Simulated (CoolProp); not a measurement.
Properties of CH3F (R41) along the isobar 36 bar.

Computed with CoolProp (reference Helmholtz-energy equation of state, Lemmon 2006). It is a short technical equation, of lower accuracy than the large ones.

```json
[
 {"T (K)": "297.1", "phase": "gas", "density (kg/m³)": "83.51", "cv (kJ/(kg K))": "1.332", "isothermal compressibility (1/MPa)": "0.6026", "expansivity (1/kK)": "19.21"},
 {"T (K)": "303.7", "phase": "gas", "density (kg/m³)": "75.14", "cv (kJ/(kg K))": "1.244", "isothermal compressibility (1/MPa)": "0.4997", "expansivity (1/kK)": "13.59"},
 {"T (K)": "310.2", "phase": "gas", "density (kg/m³)": "69.46", "cv (kJ/(kg K))": "1.189", "isothermal compressibility (1/MPa)": "0.4486", "expansivity (1/kK)": "10.84"},
 {"T (K)": "316.7", "phase": "gas", "density (kg/m³)": "65.12", "cv (kJ/(kg K))": "1.151", "isothermal compressibility (1/MPa)": "0.4167", "expansivity (1/kK)": "9.142"},
 {"T (K)": "323.2", "phase": "gas", "density (kg/m³)": "61.61", "cv (kJ/(kg K))": "1.124", "isothermal compressibility (1/MPa)": "0.3947", "expansivity (1/kK)": "7.978"},
 {"T (K)": "329.7", "phase": "gas", "density (kg/m³)": "58.66", "cv (kJ/(kg K))": "1.106", "isothermal compressibility (1/MPa)": "0.3783", "expansivity (1/kK)": "7.122"},
 {"T (K)": "336.2", "phase": "gas", "density (kg/m³)": "56.14", "cv (kJ/(kg K))": "1.093", "isothermal compressibility (1/MPa)": "0.3657", "expansivity (1/kK)": "6.463"},
 {"T (K)": "342.7", "phase": "gas", "density (kg/m³)": "53.92", "cv (kJ/(kg K))": "1.086", "isothermal compressibility (1/MPa)": "0.3556", "expansivity (1/kK)": "5.937"},
 {"T (K)": "349.2", "phase": "gas", "density (kg/m³)": "51.96", "cv (kJ/(kg K))": "1.081", "isothermal compressibility (1/MPa)": "0.3474", "expansivity (1/kK)": "5.506"},
 {"T (K)": "355.7", "phase": "gas", "density (kg/m³)": "50.19", "cv (kJ/(kg K))": "1.080", "isothermal compressibility (1/MPa)": "0.3405", "expansivity (1/kK)": "5.146"},
 {"T (K)": "362.2", "phase": "gas", "density (kg/m³)": "48.59", "cv (kJ/(kg K))": "1.081", "isothermal compressibility (1/MPa)": "0.3346", "expansivity (1/kK)": "4.840"},
 {"T (K)": "368.8", "phase": "gas", "density (kg/m³)": "47.10", "cv (kJ/(kg K))": "1.084", "isothermal compressibility (1/MPa)": "0.3295", "expansivity (1/kK)": "4.572"}
]
```
